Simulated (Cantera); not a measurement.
Charge: 1 mol Si, 8.1 mol Cl2, 13 mol N2, held at 1075 °C and 1.00 bar.

Equilibrium computed with Cantera from the NASA thermochemical tables; the gas is ideal and each condensed phase is pure. Candidate condensed phases: Si, Si3N4; 13 gas species. Equilibrium is a limit: real reactors are often held back by kinetics, nucleation or transport.

Base state: N2 0.643, Cl2 0.297, SiCl4 0.0495, Cl 0.0102 (mole fractions); condensed: gas only.

Problem. What changes in the equilibrium state with this change: pressure from 1.00 bar to 0.360 bar?

Solution. 
```
species  before   after
-------  ------  ------
N2        0.643   0.641
Cl2       0.297   0.292
SiCl4    0.0495  0.0493
Cl       0.0102  0.0169
```
